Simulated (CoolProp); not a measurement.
Ethane at 298.15 K and 6.04 MPa is throttled through a valve to 2.99 MPa with no heat exchange. Each further row changes one setting.

The numbers come from the reference Helmholtz-energy equation of state, Bücker 2006 in CoolProp.

| case | temperature change (K) | final phase | final density (kg/m³) |
|---|---|---|---|
| as stated | -15.4 | two-phase, vapour fraction 0.187 | 191 |
| outlet pressure 0.897 MPa | -60.5 | two-phase, vapour fraction 0.485 | 32.2 |
| outlet pressure 3.89 MPa | -3.8 | liquid | 335 |
